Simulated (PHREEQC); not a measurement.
A PHREEQC input (ion-association model, phreeqc.dat):

```
SOLUTION 1
  temp 25
  units mg/L
  pH 6.02
  pe 9
  Na 0.187
  K 0.65
  Ca 6.81
  Mg 0.0279
  Cl 3.13
  S(6) 3.74 as SO4
  Alkalinity 11.4 as HCO3
  Si 0.0028 as SiO2
  Li 0.0284
  Zn 0.378
  Cd 0.107
  Br 0.0277
  O(0) 0.0947
END
USE solution 1
EQUILIBRIUM_PHASES 1
  Gyppsum 0 0
  CO2(g) -2 10
END
```

It stops with these messages:

```
ERROR: Phase not found in database, Gyppsum.
ERROR: Calculations terminating due to input errors.
```

The fault: the phase Gypsum misspelt. The line should read `Gypsum` where the input has `Gyppsum`. With the mend the run ends at pH 6.08 and ionic strength 0.000581 mol/kgw.
